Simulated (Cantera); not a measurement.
An isothermal, constant-pressure homogeneous reactor starts with 2.64 % CH4, 89.7 % N2, 7.65 % H2O, at 1375 K and 0.0263 atm.

Detailed kinetics in Cantera: GRI-Mech 3.0 (53 species, 325 reactions). Radical loss at walls, strong at low pressure, is not modelled.

x: mole fraction; the columns are a selection and need not sum to one.

```
t (s)      x CH4    x C2H6     x CH3     x CH2       x H
--------  ------  --------  --------  --------  --------
7.00e-6   0.0264    <1e-12  1.41e-10    <1e-12  1.31e-10
5.25e-5   0.0264    <1e-12   1.24e-9    <1e-12  7.87e-10
0.000394  0.0264    <1e-12   1.34e-8    <1e-12   1.84e-9
0.00295   0.0264  1.59e-12   1.13e-7    <1e-12   1.87e-9
0.0221    0.0264  6.61e-10   8.56e-7    <1e-12   1.88e-9
0.166     0.0264   1.80e-7   6.08e-6  4.76e-11         ?
1.24      0.0263   8.00e-6   2.84e-5   1.03e-9         ?
9.33      0.0242   1.58e-5   3.92e-5   2.18e-9         ?
70.0      0.0155   4.89e-6   2.29e-5   1.37e-9         ?
```

Question: Some entries are withheld; supply them.

Answer: 
- 0.166, x H: 2.40e-9
- 1.24, x H: 1.82e-8
- 9.33, x H: 2.71e-7
- 70.0, x H: 1.24e-6
